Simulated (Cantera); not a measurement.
Mixture: H2 : O2 : N2 = 1 : 0.98 : 3.69 (molar parts), equivalence ratio 0.51, at 3.45 atm, adiabatic and at constant volume. Ignition delay is the time to a rise of 400 K.

Model: the H2/O2 subset of GRI-Mech 3.0, which has no nitrogen chemistry, integrated in Cantera. The hydrogen kinetics of GRI-Mech 3.0 are dated; newer H2 mechanisms differ, most at raised pressure. Below about 950 K walls govern HO2 and H2O2 in real vessels. Where the delays flatten at high temperature, the 400 K rule measures the pace of heat release, not the induction time.

| quantity | before | after |
|---|---|---|
| delay at 925 K | 0.127 s | 0.125 s |
| delay at 1125 K | 45.5 µs | 59.9 µs |
| delay at 1325 K | 8.08 µs | 10.7 µs |
| delay at 1525 K | 4.07 µs | 5.37 µs |

Which change was made?
(A) pressure from 3.45 atm to 1.00 atm
(B) pressure from 3.45 atm to 1.48 atm
(C) O2 0.98 to 0.6 parts
(D) H2 1 to 0.56 parts

C, O2 0.98 to 0.6 parts
